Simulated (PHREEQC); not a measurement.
Model water analysis in mg/L, 44 °C, pH 3.34, pe 12.2:

```tsv
constituent	mg/L
Na	85.7
K	27.8
Ca	12.2
Mg	9.66
Cl	69.1
S(6) as SO4	224
Mn(2)	0.115
Pb	0.518
Cd	3.26
Cu(2)	3.26
O(0) (dissolved oxygen)	1.39
```

Valence states are taken as typed.

Equilibrium calculation in PHREEQC: ion-association model, phreeqc.dat.

```yaml
ionic_strength: 0.00878 mol/kgw
specific_conductance: 1280 µS/cm
total_alkalinity: -0.604 meq/kg
charge_balance_error: 0.0 %
```

```tsv
species	molality	activity	log γ
Na+	0.00370	0.00335	-0.043
SO4-2	0.00202	0.00136	-0.172
Cl-	0.00195	0.00176	-0.044
K+	0.000702	0.000634	-0.045
H+	0.000500	0.000457	-0.039
Mg+2	0.000296	0.000201	-0.167
Ca+2	0.000256	0.000173	-0.170
HSO4-	0.000105	9.45e-5	-0.044
MgSO4	0.000102	0.000102	0.001
CaSO4	4.80e-5	4.81e-5	0.001
O2	4.35e-5	4.35e-5	0.001
Cu+2	4.20e-5	2.86e-5	-0.167
NaSO4-	2.83e-5	2.56e-5	-0.042
Cd+2	2.03e-5	1.35e-5	-0.175
KSO4-	9.14e-6	8.29e-6	-0.042
```

Precipitation was switched off in this run. Away from 25 °C the constants follow the database's enthalpies or fits; those with neither stay at their 25 °C values.
